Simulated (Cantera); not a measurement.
Feed: 1 mol trisilylamine, 0.17 mol NH₃, 0.29 mol H₂, held at 10000 Pa.

Cantera equilibrium calculation (NASA polynomials, part measured and part estimated; ideal gas, pure solids and liquids). Candidate condensed phases: Si, Si₃N₄; 18 gas species. The feed counts by its element totals alone. Mutual solubility and eutectic melting of coexisting phases are not modelled. Gases not in the tables: Si₂H₆ and higher silanes. The numbers say what is thermodynamically allowed, not how fast it happens.

x: gas mole fraction; n: condensed amount in mol.

| T (K) | x H₂ | x N₂ | x H | x Si | x SiH₂ | n Si(s) | n Si₃N₄(s) | n Si(l) |
|---|---|---|---|---|---|---|---|---|
| 998 | 1.00 | 1.49e-10 | 6.80e-9 | <1e-12 | 8.84e-11 | 2.12 | 0.292 | 0 |
| 1148 | 1.00 | ___ | ___ | ___ | ___ | 2.12 | 0.292 | 0 |
| 1298 | 1.000 | 4.72e-6 | 3.39e-6 | 4.06e-10 | 7.39e-8 | 2.12 | 0.292 | 0 |
| 1448 | 1.000 | 0.000164 | 2.91e-5 | 2.92e-8 | 7.48e-7 | 2.12 | 0.292 | 0 |
| 1598 | 0.997 | 0.00289 | 0.000168 | 9.35e-7 | 4.88e-6 | 2.14 | 0.285 | 0 |
| 1748 | 0.963 | ___ | ___ | ___ | ___ | 0 | ___ | ___ |
| 1898 | 0.894 | 0.104 | 0.00234 | 0.000123 | 5.15e-5 | 0 | 0 | 3.00 |

Q: Some entries are withheld; supply them.

A: 
- 1148, x N₂: 5.27e-8
- 1148, x H: 2.27e-7
- 1148, x Si: 1.83e-12
- 1148, x SiH₂: 3.97e-9
- 1748, x N₂: 0.0367
- 1748, x H: 0.000709
- 1748, x Si: 1.46e-5
- 1748, x SiH₂: 1.98e-5
- 1748, n Si₃N₄(s): 0.196
- 1748, n Si(l): 2.41
